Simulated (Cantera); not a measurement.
# Ignition delay

Mixture: CH3OH : O2 : N2 = 1 : 0.789 : 3 (molar parts), equivalence ratio 1.9, at 308 Torr, adiabatic and at constant pressure. Ignition delay is the time to a rise of 400 K.

Detailed kinetics in Cantera: GRI-Mech 3.0 (53 species, 325 reactions). GRI-Mech 3.0 was tuned for natural gas; its chemistry of methanol as a main component is partial and can be far from experiment.

| T0 (K) | delay (ms) |
|---|---|
| 1100 | 113 |
| 1150 | 44.0 |
| 1200 | 18.6 |
| 1250 | 8.47 |
| 1300 | 4.13 |
| 1350 | 2.14 |
| 1400 | 1.18 |
| 1450 | 0.684 |
| 1500 | 0.417 |

| Quantity | Result |
|---|---|
| apparent activation energy between 1400 and 1500 K | 180 kJ/mol |
